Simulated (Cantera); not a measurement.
A closed system holds: 1 mol SiCl₄, 10 mol N₂O, held at 1100 K and 0.0585 Torr.

These are equilibrium values from Cantera (NASA tables, ideal gas, pure condensed phases), not measurements of a reactor. Candidate condensed phases: Si, SiO₂, Si₂N₂O, Si₃N₄; 23 gas species. Equilibrium is a limit: real reactors are often held back by kinetics, nucleation or transport.

Base state: N₂ 0.608, O₂ 0.243, Cl₂ 0.0952, Cl 0.0529, NO 8.04e-5, ClO 1.12e-5 (mole fractions); condensed: SiO₂(β-quartz).

Q: What changes in the equilibrium state with this change: temperature from 1100 K to 1573.15 K?

A: 
```tsv
species	before	after
N₂	0.608	0.555
Cl	0.0529	0.221
O₂	0.243	0.221
Cl₂	0.0952	0.000438
O	1.39e-7	0.000557
NO	8.04e-5	0.00148
SiO₂(β-quartz), mol	1.00	1.000
```
The tables hold silica as quartz up to 1696 K and as liquid above; real silica turns to tridymite and cristobalite and melts near 1996 K.
